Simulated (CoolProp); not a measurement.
The fluid at 380.82 K and 1.66 MPa expands adiabatically to 0.113 MPa with isentropic efficiency 0.7. The same conditions are run with several fluids, on thermodynamics alone (safety and materials aside).

Values from CoolProp's reference Helmholtz-energy equation of state of each fluid (R507A: Lemmon 2003; R407C: Lemmon 2003; propane: Lemmon 2009; ethylene: Smukala 2000; methane: Setzmann 1991). Blends and air are pseudo-pure fits.

Problem. Rank R507A, R407C, propane, ethylene, methane by work (kJ/kg), highest first.

Solution. methane (274), ethylene (162), propane (109), R407C (55.5), R507A (49.7)

| fluid | final temperature (K) | final density (kg/m³) |
|---|---|---|
| R507A | 314.8 | 4.33 |
| R407C | 303.2 | 3.93 |
| propane | 307.5 | 1.98 |
| ethylene | 272.3 | 1.41 |
| methane | 257.0 | 0.851 |
